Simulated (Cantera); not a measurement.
Input: 1 mol FeS2, 0.49 mol O2, 4.4 mol N2, held at 1100 K and 0.133 bar.

Method: chemical equilibrium by Gibbs-energy minimisation in Cantera with the NASA 1993 tables (ideal gas, pure condensed phases). Candidate condensed phases: Fe, FeO, FeS, FeSO4, FeS2, Fe2O3, Fe2(SO4)3, Fe3O4, S; 19 gas species. FeS: taken at fixed stoichiometry. Gases not in the tables: S3 to S7. Equilibrium is a limit: real reactors are often held back by kinetics, nucleation or transport.

Base state: N2 0.855, SO2 0.0947, S2 0.0488, S2O 0.00108, SO 5.96e-5 (mole fractions); condensed: FeS(s).

**Question.** What changes in the equilibrium state with this change: O2 from 0.49 to 0.76 mol?

**Answer.** 
```
species       before     after
-----------  -------  --------
N2             0.855     0.833
SO2           0.0947     0.144
S2            0.0488    0.0222
S2O          0.00108  0.000735
SO           5.96e-5   6.03e-5
FeS(s), mol     1.00      1.00
```

**Question.** What changes in the equilibrium state with this change: O2 from 0.49 to 1 mol?

**Answer.** 
```tsv
species	before	after
N2	0.855	0.813
SO2	0.0947	0.173
S2	0.0488	0.0139
S2O	0.00108	0.000568
SO	5.96e-5	5.89e-5
FeS(s), mol	1.00	0.907
Fe3O4(s), mol	0	0.0311
```
Mutual solubility and eutectic melting of coexisting phases are not modelled.
